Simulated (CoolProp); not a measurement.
Octamethylcyclotetrasiloxane (D4) along the isobar 0.197 MPa: Z from the reference equation and from simpler models built on Tc = 586.5 K, pc = 1.347 MPa, ω = 0.598; each cubic takes its own stable root.

Values from CoolProp's reference Helmholtz-energy equation of state, Thol 2015.

```csv
T (K),phase,reference
498.3,gas,0.8961
507.7,gas,0.9039
517,gas,0.9108
526.4,gas,0.9172
535.7,gas,0.9229
545.1,gas,0.9282
554.5,gas,0.9330
563.8,gas,0.9374
573.2,gas,0.9414
582.6,gas,0.9452
591.9,gas,0.9486
601.3,gas,0.9517
610.6,gas,0.9547
620,gas,0.9574
```

Problem. How far does each simpler model (van der Waals, Redlich-Kwong, Soave-Redlich-Kwong, Peng-Robinson) lie from the reference over these 14 states: mean and median of the absolute difference, and the worst?

Solution. 
- van der Waals: mean 1.7 %, median 1.5 %, worst +4.0 % at 498.3 K and 0.197 MPa
- Redlich-Kwong: mean 0.8 %, median 0.6 %, worst +2.2 % at 498.3 K and 0.197 MPa
- Soave-Redlich-Kwong: mean 0.3 %, median 0.2 %, worst +0.6 % at 498.3 K and 0.197 MPa
- Peng-Robinson: mean 0.3 %, median 0.4 %, worst -0.4 % at 563.8 K and 0.197 MPa
